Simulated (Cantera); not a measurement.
**Premixed flame**

A freely propagating, adiabatic, planar premixed flame of H2 : O2 : N2 = 1 : 0.417 : 1.57 (molar parts), equivalence ratio 1.2, unburnt at 423 K and 5.00 bar; mixture-averaged transport, grid criteria slope 0.08 and curve 0.16, no radiation.

Computed with Cantera and the H2/O2 subset of GRI-Mech 3.0, which has no nitrogen chemistry. The hydrogen kinetics of GRI-Mech 3.0 are dated; newer H2 mechanisms differ, most at raised pressure. Burning velocities carry a grid error of a few per cent, more on coarse grids.

| z (mm) | T (K) | u (m/s) | x H2 | x O2 | x H2O2 | x O | x HO2 | x OH |
|---|---|---|---|---|---|---|---|---|
| -0.151 | 423 | 4.47 | 0.335 | 0.140 | <1e-8 | <1e-8 | <1e-8 | <1e-8 |
| -0.101 | 423 | 4.47 | 0.335 | 0.140 | <1e-8 | <1e-8 | <1e-8 | <1e-8 |
| -0.0755 | 423 | 4.47 | 0.335 | 0.140 | <1e-8 | <1e-8 | 3.14e-8 | <1e-8 |
| -0.0503 | 424 | 4.47 | 0.333 | 0.140 | 6.68e-8 | 3.66e-8 | 9.01e-7 | <1e-8 |
| -0.0252 | 469 | 4.84 | 0.317 | 0.142 | 1.99e-5 | 4.21e-6 | 0.000272 | 1.67e-5 |
| -0.0126 | 786 | 7.79 | 0.271 | 0.136 | 0.000127 | 0.000219 | 0.00101 | 0.00113 |
| 0 | 1282 | 12.3 | 0.193 | 0.103 | 4.42e-5 | 0.00229 | 0.000418 | 0.00284 |
| 0.0126 | 1632 | 15.5 | 0.122 | 0.0553 | 5.82e-6 | 0.00515 | 0.000187 | 0.00694 |
| 0.0252 | 1825 | 17.2 | 0.0858 | 0.0270 | 3.18e-6 | 0.00587 | 8.25e-5 | 0.0108 |
| 0.0503 | 2009 | 18.8 | 0.0692 | 0.0114 | 1.79e-6 | 0.00508 | 3.06e-5 | 0.0137 |
| 0.101 | 2168 | 20.1 | 0.0661 | 0.00664 | 1.05e-6 | 0.00331 | 1.53e-5 | 0.0133 |
| 0.201 | 2298 | 21.1 | 0.0637 | 0.00381 | 6.62e-7 | 0.00176 | 7.53e-6 | 0.0111 |
| 0.402 | 2389 | 21.8 | 0.0613 | 0.00190 | 4.09e-7 | 0.000815 | 3.25e-6 | 0.00824 |
x: mole fraction of selected species; z is measured from the peak of heat release.

The laminar burning velocity is 447 cm/s and the thermal thickness is 0.0503 mm. The peak x(H2O2) is 0.000128. The peak x(O) comes out as 0.00587 and the peak x(HO2) comes out as 0.00114. The peak x(OH) comes out as 0.0139.
